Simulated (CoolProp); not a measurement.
Vapour-liquid equilibrium of cyclohexane (1) + ethylbenzene (2) at 0.711 MPa; x and y are mole fractions of (1).

Model: multi-fluid Helmholtz-energy mixture model, Zhou 2014 and Zhou 2012; pair parameters Bell 2016, in CoolProp.

| x | bubble temperature, mixture model (K) | bubble temperature, Raoult's law (K) | y, mixture model | y, Raoult's law |
|---|---|---|---|---|
| 0.05 | 495.2 | 495.4 | 0.120 | 0.133 |
| 0.125 | 487.5 | 488.1 | 0.276 | 0.298 |
| 0.2 | 480.4 | 481.5 | 0.405 | 0.431 |
| 0.275 | 474.0 | 475.5 | 0.512 | 0.540 |
| 0.35 | 468.3 | 469.9 | 0.600 | 0.629 |
| 0.425 | 463.2 | 464.8 | 0.673 | 0.703 |
| 0.5 | 458.5 | 460.1 | 0.734 | 0.765 |
| 0.575 | 454.4 | 455.8 | 0.787 | 0.818 |
| 0.65 | 450.6 | 451.7 | 0.833 | 0.862 |
| 0.725 | 447.1 | 448.0 | 0.873 | 0.900 |
| 0.8 | 443.9 | 444.5 | 0.911 | 0.933 |
| 0.875 | 440.8 | 441.2 | 0.945 | 0.961 |
| 0.95 | 438.0 | 438.1 | 0.978 | 0.985 |

The largest gap from Raoult's law is -1.6 K in bubble temperature, at x = 0.425. No azeotrope shows between x = 0.05 and 0.95.

Pair parameters are fitted to limited data, so mixtures are less certain than the pure fluids.
